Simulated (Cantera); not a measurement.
A freely propagating, adiabatic, planar premixed flame of CH4 : O2 : N2 = 1 : 2.15 : 6.02 (molar parts), unburnt at 423 K and 0.592 atm; mixture-averaged transport, grid criteria slope 0.08 and curve 0.16, no radiation.

Detailed kinetics in Cantera: GRI-Mech 3.0 (53 species, 325 reactions). Burning velocities carry a grid error of a few per cent, more on coarse grids.

Task: Predict: laminar burning velocity; thermal thickness; peak x(CO); peak x(H2O2); peak x(CH3).

Result: 
```
Quantity                    Result
------------------------  --------
laminar burning velocity  116 cm/s
thermal thickness         0.438 mm
peak x(CO)                  0.0623
peak x(H2O2)               1.28e-5
peak x(CH3)                0.00371
```
